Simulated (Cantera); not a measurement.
An adiabatic, constant-volume homogeneous reactor starts with H2 : O2 : N2 = 1 : 0.909 : 3.42 (molar parts), at 1375 K and 10.0 bar. Integrator tolerance rtol = 1e-08.

Computed with Cantera and GRI-Mech 3.0 (53 species, 325 reactions). The hydrogen kinetics of GRI-Mech 3.0 are dated; newer H2 mechanisms differ, most at raised pressure.

Q: What does this change do: constant pressure in place of constant volume?

A: 
| quantity | before | after |
|---|---|---|
| time of steepest temperature rise | 2.80 µs | 2.89 µs |
| temperature at 0.800 s | 2791 K | 2583 K |
| equilibrium temperature | 2791 K | 2583 K |
| x(H2) at 0.800 s | 0.00357 (gas-phase equilibrium 0.00357) | 0.00203 (gas-phase equilibrium 0.00203) |
| x(O2) at 0.800 s | 0.0703 (gas-phase equilibrium 0.0703) | 0.0742 (gas-phase equilibrium 0.0742) |
| x(OH) at 0.800 s | 0.0166 (gas-phase equilibrium 0.0166) | 0.0114 (gas-phase equilibrium 0.0114) |
| x(HO2) at 0.800 s | 3.57e-5 (gas-phase equilibrium 3.57e-5) | 2.02e-5 (gas-phase equilibrium 2.02e-5) |
| x(NO) at 0.800 s | 0.0198 (gas-phase equilibrium 0.0198) | 0.0149 (gas-phase equilibrium 0.0149) |
| x(H2O2) at 0.800 s | 2.72e-6 (gas-phase equilibrium 2.72e-6) | 1.43e-6 (gas-phase equilibrium 1.43e-6) |

Q: What does this change do: 0.038 parts NO added?

A: 
```tsv
quantity	before	after
time of steepest temperature rise	2.80 µs	2.61 µs
temperature at 0.800 s	2791 K	2797 K
equilibrium temperature	2791 K	2797 K
x(H2) at 0.800 s	0.00357 (gas-phase equilibrium 0.00357)	0.00355 (gas-phase equilibrium 0.00355)
x(O2) at 0.800 s	0.0703 (gas-phase equilibrium 0.0703)	0.0731 (gas-phase equilibrium 0.0731)
x(OH) at 0.800 s	0.0166 (gas-phase equilibrium 0.0166)	0.0170 (gas-phase equilibrium 0.0170)
x(HO2) at 0.800 s	3.57e-5 (gas-phase equilibrium 3.57e-5)	3.71e-5 (gas-phase equilibrium 3.71e-5)
x(NO) at 0.800 s	0.0198 (gas-phase equilibrium 0.0198)	0.0203 (gas-phase equilibrium 0.0203)
x(H2O2) at 0.800 s	2.72e-6 (gas-phase equilibrium 2.72e-6)	2.78e-6 (gas-phase equilibrium 2.78e-6)
```
The mechanism lacks 2 NO + O2 → 2 NO2 and HONO, so NO2 and the effect of NO are under-described below about 1400 K.
